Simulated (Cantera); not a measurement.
A closed system holds: 1 mol Pb, 3 mol O2, 0.11 mol H2, equilibrated at 0.0900 bar.

Method: chemical equilibrium by Gibbs-energy minimisation in Cantera with the NASA 1993 tables (ideal gas, pure condensed phases). Candidate condensed phases: H2O, Pb, PbO, PbO2, Pb3O4; 12 gas species. Kinetics and transport are ignored. All values below are at 1100 K.

Base state: O2 0.957, H2O 0.0430, PbO 6.88e-5 (mole fractions); condensed: PbO(yellow).

Question: What changes in the equilibrium state with this change: H2 from 0.11 to 7.5 mol?

Answer: 
```
species            before    after
----------------  -------  -------
H2O                0.0430    0.799
H2                  <1e-9    0.200
Pb                2.93e-8  0.00135
O2                  0.957    <1e-9
PbO               6.88e-5  5.68e-8
PbO(yellow), mol    1.000        0
Pb(l), mol              0    0.990
```
